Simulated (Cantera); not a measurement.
Feed: 1 mol Al, 3.3 mol HCl, 3.6 mol H₂, equilibrated at 1248.15 K and 0.240 bar.

These are equilibrium values from Cantera (NASA tables, ideal gas, pure condensed phases), not measurements of a reactor. Candidate condensed phases: Al, AlCl₃; 12 gas species. The tables' values for AlCl₂ are old estimates; treat these amounts as uncertain. Equilibrium is a limit: real reactors are often held back by kinetics, nucleation or transport.

Base state: H₂ 0.796, AlCl₃ 0.156, HCl 0.0474, AlCl₂ 0.000478, Al₂Cl₆ 3.86e-5, AlCl 3.59e-5 (mole fractions); condensed: gas only.

Q: What changes in the equilibrium state with this change: 0.91 mol NH₃ added?

A: 
```tsv
species	before	after
H₂	0.796	0.756
AlCl₃	0.156	0.101
HCl	0.0474	0.0983
N₂	0	0.0451
AlCl	3.59e-5	5.14e-6
AlCl₂	0.000478	0.000146
AlN(s), mol	0	0.169
```
Further candidate phases: AlN, NH₄Cl.
